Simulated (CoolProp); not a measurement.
Vapour-liquid equilibrium of benzene (1) + toluene (2) at 1.58 bar; x and y are mole fractions of (1).

Model: multi-fluid Helmholtz-energy mixture model, Thol 2012 and Lemmon 2006; pair parameters Bell 2016, in CoolProp.

Task: Give the bubble temperature and the first vapour's composition at x = 0.125, 0.425, 0.575. Is there an azeotrope?

Result: x = 0.125: 394.7 K, y = 0.235; x = 0.425: 383.7 K, y = 0.624; x = 0.575: 379.1 K, y = 0.755. No azeotrope shows between x = 0.05 and 0.95.

Pair parameters are fitted to limited data, so mixtures are less certain than the pure fluids.
